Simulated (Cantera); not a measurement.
Stirred combustor or abatement burner

A perfectly stirred reactor is fed with 35.8 % CO, 1.40 % H₂, 1.07 % CH₄, 13.0 % O₂, 48.7 % N₂, equivalence ratio 1.6, at 5.00 bar; it is adiabatic with a 300 K inlet, and is followed from long to short residence time, starting on the burning branch (τ in s: 0.049, 0.021, 0.0086, 0.0036, 0.0015, 0.00062, 0.00026, 0.00011, 4.5e-05, 1.9e-05).

Detailed kinetics in Cantera: GRI-Mech 3.0 (53 species, 325 reactions).

```json
[
 {"τ (s)": "0.049", "T (K)": "2279", "x CO": "0.171", "x H₂": "0.00442", "x CH₄": "7.31e-7", "x CH₃": "4.57e-7", "x HO₂": "6.49e-8"},
 {"τ (s)": "0.021", "T (K)": "2273", "x CO": "0.171", "x H₂": "0.00442", "x CH₄": "1.13e-6", "x CH₃": "7.03e-7", "x HO₂": "1.35e-7"},
 {"τ (s)": "0.0086", "T (K)": "2261", "x CO": "0.172", "x H₂": "0.00443", "x CH₄": "1.76e-6", "x CH₃": "1.04e-6", "x HO₂": "3.09e-7"},
 {"τ (s)": "0.0036", "T (K)": "2242", "x CO": "0.174", "x H₂": "0.00446", "x CH₄": "2.74e-6", "x CH₃": "1.48e-6", "x HO₂": "6.86e-7"},
 {"τ (s)": "0.0015", "T (K)": "2208", "x CO": "0.177", "x H₂": "0.00454", "x CH₄": "4.38e-6", "x CH₃": "2.09e-6", "x HO₂": "1.48e-6"},
 {"τ (s)": "0.00062", "T (K)": "2155", "x CO": "0.181", "x H₂": "0.00468", "x CH₄": "7.35e-6", "x CH₃": "2.97e-6", "x HO₂": "3.06e-6"},
 {"τ (s)": "0.00026", "T (K)": "2079", "x CO": "0.188", "x H₂": "0.00489", "x CH₄": "1.30e-5", "x CH₃": "4.31e-6", "x HO₂": "5.97e-6"},
 {"τ (s)": "0.00011", "T (K)": "1976", "x CO": "0.196", "x H₂": "0.00509", "x CH₄": "2.52e-5", "x CH₃": "6.47e-6", "x HO₂": "1.11e-5"},
 {"τ (s)": "4.5e-5", "T (K)": "1834", "x CO": "0.208", "x H₂": "0.00516", "x CH₄": "5.93e-5", "x CH₃": "1.05e-5", "x HO₂": "2.10e-5"},
 {"τ (s)": "1.9e-5", "T (K)": "1563", "x CO": "0.246", "x H₂": "0.00487", "x CH₄": "0.000308", "x CH₃": "2.35e-5", "x HO₂": "6.21e-5"}
]
```
x: mole fraction; the columns are a selection and need not sum to one.
